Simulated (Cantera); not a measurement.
# Hydrocarbon pyrolysis for carbon deposition

An isothermal, constant-pressure homogeneous reactor starts with 3.03 % C₂H₄, 97.0 % H₂, at 1573 K and 20.0 Torr.

Model: GRI-Mech 3.0 (53 species, 325 reactions), integrated in Cantera. GRI-Mech 3.0 was tuned for natural gas; its chemistry of ethylene as a main component is partial and can be far from experiment. GRI-Mech 3.0 stops at C3 and has no aromatics, soot or wall deposition, so with more carbon than oxygen in the feed, carbon stays in small species such as C2H2 where larger ones or solid carbon would form. Radical loss at walls, strong at low pressure, is not modelled.

```csv
t (s),x C₂H₄,x H₂,x H,x CH₄,x CH₂,x CH₃,x C₂H
0.000400,0.0302,0.970,1.23e-7,1.84e-10,1.06e-12,3.43e-11,<1e-12
0.00106,0.0301,0.970,3.30e-7,1.60e-9,3.04e-12,1.07e-10,<1e-12
0.00282,0.0297,0.970,8.88e-7,1.33e-8,8.29e-12,3.36e-10,1.43e-12
0.00750,0.0288,0.970,2.43e-6,1.12e-7,2.22e-11,1.07e-9,1.05e-11
0.0199,0.0263,0.970,6.82e-6,8.96e-7,5.70e-11,3.17e-9,7.99e-11
0.0529,0.0194,0.970,1.76e-5,5.80e-6,1.09e-10,8.25e-9,5.57e-10
0.141,0.00667,0.970,3.46e-5,2.04e-5,7.41e-11,1.89e-8,2.37e-9
0.373,0.000173,0.970,9.79e-5,3.09e-5,1.12e-11,6.37e-8,8.53e-9
0.992,0.000107,0.970,0.000224,3.82e-5,4.52e-11,1.80e-7,1.96e-8
2.64,0.000106,0.970,0.000249,6.68e-5,8.91e-11,3.48e-7,2.17e-8
7.00,0.000106,0.970,0.000249,0.000145,1.83e-10,7.52e-7,2.17e-8
```
x: mole fraction; the columns are a selection and need not sum to one.

Equilibrium at this temperature and pressure: C₂H₄ 0.000103, H₂ 0.969, H 0.000247, CH₄ 0.00172, CH₂ 2.05e-9, CH₃ 8.88e-6, C₂H 2.10e-8 (gas phase only).
